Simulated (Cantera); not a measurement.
Input: 1 mol SiF₄, 9.4 mol H₂O, 79 mol H₂, at 0.100 bar.

Method: chemical equilibrium by Gibbs-energy minimisation in Cantera with the NASA 1993 tables (ideal gas, pure condensed phases). Candidate condensed phases: H₂O, Si, SiO₂; 38 gas species. The tables hold silica as quartz up to 1696 K and as liquid above; real silica turns to tridymite and cristobalite and melts near 1996 K. The numbers say what is thermodynamically allowed, not how fast it happens.

x: gas mole fraction; n: condensed amount in mol.

```tsv
T (K)	x H₂	x H₂O	x HF	x SiO	x H	x OH	n SiO₂(β-quartz)	n SiO₂(condensed)	n SiO₂(l)
1475	0.874	0.0819	0.0442	8.77e-8	…	9.41e-8	1.000	0	0
1550	0.874	0.0819	0.0442	7.40e-7	…	2.93e-7	1.000	0	0
1625	0.874	0.0819	0.0442	5.10e-6	…	8.23e-7	0.999	0	0
1700	0.873	0.0819	0.0442	2.95e-5	…	2.11e-6	0	0.997	0
1775	0.873	0.0820	0.0442	0.000142	…	5.00e-6	0	0.987	0
1850	0.871	0.0823	0.0442	0.000599	…	1.11e-5	0	0.946	0
1925	0.867	0.0837	0.0441	0.00220	…	2.35e-5	0	0.800	0
2000	0.856	0.0880	0.0438	0.00700	…	4.89e-5	0	0	0.360
2075	0.846	0.0914	0.0436	0.0109	…	9.56e-5	0	0	0
```

Task: Some entries are withheld; supply them.

Result: 
- 1475, x H: 3.83e-5
- 1550, x H: 9.31e-5
- 1625, x H: 0.000209
- 1700, x H: 0.000435
- 1775, x H: 0.000855
- 1850, x H: 0.00159
- 1925, x H: 0.00282
- 2000, x H: 0.00476
- 2075, x H: 0.00775
